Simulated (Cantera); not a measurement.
Cantera run:

```python
import numpy as np
import cantera as ct

gas_names = """
    O2 CL2
""".split()
cond_names = """
    Li(L) LiCL(L) Li2O(s)
""".split()


# ... load() reads the species with a 1 bar reference pressure and builds the phases ...
species = {s.name: s for s in load("nasa_gas.yaml", gas_names) + load("nasa_condensed.yaml", cond_names)}
T = 1225
g = {n: (s.thermo.h(T) - T * s.thermo.s(T)) / (ct.gas_constant * T * np.log(10)) for n, s in species.items()}
valid = cond_names  # the entries whose range holds T


def stable(la, lb):
    # potentials (over RT ln 10) of the two non-metals from log10 p(O2) and log10 p(CL2) in bar
    mu = {}
    mu["O"] = (g["O2"] + la) / 2
    mu["Cl"] = (g["CL2"] + lb) / 2
    cost = {}
    for n in valid:
        c = species[n].composition
        cost[n] = (g[n] - sum(c.get(e, 0) * m for e, m in mu.items())) / c["Li"]
    return min(cost, key=cost.get)


results = []
for lb in [1, -1.2, -3.5, -5.8, -8, -10.2, -12.5, -14.8, -17, -19.2, -21.5, -23.8, -26]:
    row = [stable(la, lb) for la in [-18, -16.9, -15.9, -14.8, -13.8, -12.7, -11.6, -10.6, -9.5, -8.5, -7.4, -6.4, -5.3, -4.2, -3.2, -2.1, -1.1, 0]]
    results.append(row)
    print(f"{lb:6.1f}  " + " ".join(f"{valid.index(n):x}" for n in row))
print("key: " + ", ".join(f"{i:x} {n}" for i, n in enumerate(valid)))
```

It prints:

```
   1.0  1 1 1 1 1 1 1 1 1 1 1 1 1 1 1 1 1 1
  -1.2  1 1 1 1 1 1 1 1 1 1 1 1 1 1 1 1 1 1
  -3.5  1 1 1 1 1 1 1 1 1 1 1 1 1 1 1 1 1 1
  -5.8  1 1 1 1 1 1 1 1 1 1 1 1 1 1 1 1 1 1
  -8.0  1 1 1 1 1 1 1 1 1 1 1 1 1 1 1 1 1 1
 -10.2  1 1 1 1 1 1 1 1 1 1 1 1 1 1 2 2 2 2
 -12.5  1 1 1 1 1 1 1 1 1 1 2 2 2 2 2 2 2 2
 -14.8  1 1 1 1 1 1 2 2 2 2 2 2 2 2 2 2 2 2
 -17.0  1 2 2 2 2 2 2 2 2 2 2 2 2 2 2 2 2 2
 -19.2  2 2 2 2 2 2 2 2 2 2 2 2 2 2 2 2 2 2
 -21.5  2 2 2 2 2 2 2 2 2 2 2 2 2 2 2 2 2 2
 -23.8  2 2 2 2 2 2 2 2 2 2 2 2 2 2 2 2 2 2
 -26.0  2 2 2 2 2 2 2 2 2 2 2 2 2 2 2 2 2 2
key: 0 Li(L), 1 LiCL(L), 2 Li2O(s)
```

Source: NASA polynomial tables (part measured, part estimated), evaluated in Cantera. Not in the tables: the peroxide.
